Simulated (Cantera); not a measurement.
Feed: 1 mol SiC, 1.1 mol N₂O, 220 mol N₂, held at 26000 Pa.

Cantera equilibrium calculation (NASA polynomials, part measured and part estimated; ideal gas, pure solids and liquids). Candidate condensed phases: C, Si, SiC, SiO₂, Si₂N₂O, Si₃N₄; 34 gas species. Mutual solubility and eutectic melting of coexisting phases are not modelled. Rates play no part.

x: gas mole fraction; n: condensed amount in mol.

```json
[
 {"T (K)": "1175", "x N₂": "0.997", "x CO": "0.00271", "x SiO": "?", "x Si": "<1e-12", "x CO₂": "5.18e-8", "x SiN": "<1e-12", "n C(graphite)": "0.400", "n Si₂N₂O(s)": "0.500", "n SiC(s)": "0"},
 {"T (K)": "1225", "x N₂": "0.997", "x CO": "0.00271", "x SiO": "?", "x Si": "<1e-12", "x CO₂": "2.56e-8", "x SiN": "<1e-12", "n C(graphite)": "0.400", "n Si₂N₂O(s)": "0.500", "n SiC(s)": "0"},
 {"T (K)": "1275", "x N₂": "0.997", "x CO": "0.00271", "x SiO": "?", "x Si": "<1e-12", "x CO₂": "1.34e-8", "x SiN": "<1e-12", "n C(graphite)": "0.400", "n Si₂N₂O(s)": "0.500", "n SiC(s)": "0"},
 {"T (K)": "1325", "x N₂": "0.997", "x CO": "0.00271", "x SiO": "?", "x Si": "<1e-12", "x CO₂": "7.39e-9", "x SiN": "<1e-12", "n C(graphite)": "0.400", "n Si₂N₂O(s)": "0.500", "n SiC(s)": "0"},
 {"T (K)": "1375", "x N₂": "0.997", "x CO": "0.00271", "x SiO": "?", "x Si": "<1e-12", "x CO₂": "4.26e-9", "x SiN": "<1e-12", "n C(graphite)": "0.400", "n Si₂N₂O(s)": "0.500", "n SiC(s)": "0"},
 {"T (K)": "1425", "x N₂": "0.997", "x CO": "0.00271", "x SiO": "?", "x Si": "1.01e-12", "x CO₂": "2.55e-9", "x SiN": "<1e-12", "n C(graphite)": "0.400", "n Si₂N₂O(s)": "0.500", "n SiC(s)": "0"},
 {"T (K)": "1475", "x N₂": "0.997", "x CO": "0.00271", "x SiO": "?", "x Si": "1.16e-11", "x CO₂": "1.59e-9", "x SiN": "8.45e-12", "n C(graphite)": "0.400", "n Si₂N₂O(s)": "0.500", "n SiC(s)": "0"},
 {"T (K)": "1525", "x N₂": "0.997", "x CO": "0.00271", "x SiO": "?", "x Si": "1.13e-10", "x CO₂": "1.02e-9", "x SiN": "6.69e-11", "n C(graphite)": "0.400", "n Si₂N₂O(s)": "0.500", "n SiC(s)": "0"},
 {"T (K)": "1575", "x N₂": "0.997", "x CO": "0.00271", "x SiO": "?", "x Si": "9.59e-10", "x CO₂": "6.76e-10", "x SiN": "4.63e-10", "n C(graphite)": "0.400", "n Si₂N₂O(s)": "0.500", "n SiC(s)": "0"},
 {"T (K)": "1625", "x N₂": "0.997", "x CO": "0.00271", "x SiO": "?", "x Si": "7.10e-9", "x CO₂": "4.59e-10", "x SiN": "2.84e-9", "n C(graphite)": "0.401", "n Si₂N₂O(s)": "0.499", "n SiC(s)": "0"},
 {"T (K)": "1675", "x N₂": "0.997", "x CO": "0.00330", "x SiO": "?", "x Si": "3.41e-8", "x CO₂": "7.23e-10", "x SiN": "1.14e-8", "n C(graphite)": "0", "n Si₂N₂O(s)": "0.362", "n SiC(s)": "0.269"},
 {"T (K)": "1725", "x N₂": "0.997", "x CO": "0.00328", "x SiO": "?", "x Si": "1.59e-7", "x CO₂": "8.10e-10", "x SiN": "4.52e-8", "n C(graphite)": "0", "n Si₂N₂O(s)": "0.354", "n SiC(s)": "0.273"}
]
```

Question: What belongs in the gaps?

Answer: 
- 1175, x SiO: 6.47e-11
- 1225, x SiO: 3.71e-10
- 1275, x SiO: 1.86e-9
- 1325, x SiO: 8.19e-9
- 1375, x SiO: 3.23e-8
- 1425, x SiO: 1.16e-7
- 1475, x SiO: 3.79e-7
- 1525, x SiO: 1.15e-6
- 1575, x SiO: 3.23e-6
- 1625, x SiO: 8.51e-6
- 1675, x SiO: 2.88e-5
- 1725, x SiO: 8.52e-5
